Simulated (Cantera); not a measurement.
A perfectly stirred reactor is fed with 6.88 % CH₄, 16.4 % O₂, 61.6 % N₂, 15.1 % CO₂, at 3750 Torr; it is adiabatic with a 798 K inlet, and is followed from long to short residence time, starting on the burning branch (τ in s: 0.089, 0.038, 0.017, 0.0071, 0.0031, 0.0013, 0.00057, 0.00024, 0.0001, 4.5e-05).

Computed with Cantera and GRI-Mech 3.0 (53 species, 325 reactions).

Q: Predict: blow-out, bracketed by the residence times tried; x(CH₄) at τ = 89.0 ms; x(O₂) at τ = 89.0 ms; x(CO₂) at τ = 89.0 ms; x(NO) at τ = 89.0 ms; x(HO₂) at τ = 89.0 ms; x(CH₄) at τ = 1.30 ms; x(O₂) at τ = 1.30 ms; x(CO₂) at τ = 1.30 ms; x(NO) at τ = 1.30 ms; x(HO₂) at τ = 1.30 ms.

A: 
```json
{
 "blow_out_bracketed_by_the_residence_times_tried": "burning at 45.0 µs, the shortest tried",
 "x(CH₄) at τ = 89.0 ms": "1.80e-6",
 "x(O₂) at τ = 89.0 ms": "0.0266",
 "x(CO₂) at τ = 89.0 ms": "0.218",
 "x(NO) at τ = 89.0 ms": "0.000605",
 "x(HO₂) at τ = 89.0 ms": "1.69e-6",
 "x(CH₄) at τ = 1.30 ms": "5.86e-5",
 "x(O₂) at τ = 1.30 ms": "0.0302",
 "x(CO₂) at τ = 1.30 ms": "0.210",
 "x(NO) at τ = 1.30 ms": "5.68e-5",
 "x(HO₂) at τ = 1.30 ms": "5.85e-6"
}
```
